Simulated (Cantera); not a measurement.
# Pyrogenic steam for wet oxidation

An isothermal, constant-pressure homogeneous reactor starts with H₂ : O₂ : N₂ = 0.66 : 1 : 12 (molar parts), at 1400 K and 100.0 Torr.

Model: the H2/O2 subset of GRI-Mech 3.0, which has no nitrogen chemistry, integrated in Cantera. The temperature is held fixed by assumption; the heat of reaction is taken as removed at once.

```tsv
t (s)	x H₂	x O₂	x HO₂	x H	x OH	x H₂O₂
8.00e-5	0.0483	0.0732	6.73e-8	2.75e-7	7.16e-8	3.79e-10
0.000220	0.0482	0.0731	6.08e-7	6.20e-5	1.64e-5	3.66e-9
0.000606	0.00422	0.0490	2.27e-6	0.0181	0.00306	1.89e-7
0.00167	0.00347	0.0490	2.29e-6	0.0125	0.00278	1.96e-7
0.00459	0.00203	0.0492	2.23e-6	0.00484	0.00213	1.92e-7
0.0126	0.000557	0.0497	1.67e-6	0.000627	0.00111	1.22e-7
0.0348	7.68e-5	0.0501	5.85e-7	3.13e-5	0.000413	4.06e-8
0.0959	1.13e-5	0.0502	1.23e-7	1.80e-6	0.000160	1.06e-8
0.264	2.43e-6	0.0502	3.21e-8	1.81e-7	7.44e-5	3.02e-9
0.727	7.11e-7	0.0503	1.50e-8	2.90e-8	4.04e-5	1.03e-9
2.00	3.25e-7	0.0503	1.31e-8	9.02e-9	2.73e-5	5.22e-10
```
x: mole fraction; the columns are a selection and need not sum to one.

Equilibrium at this temperature and pressure: H₂ 2.75e-7, O₂ 0.0503, HO₂ 1.31e-8, H 7.03e-9, OH 2.51e-5, H₂O₂ 4.53e-10 (gas phase only).
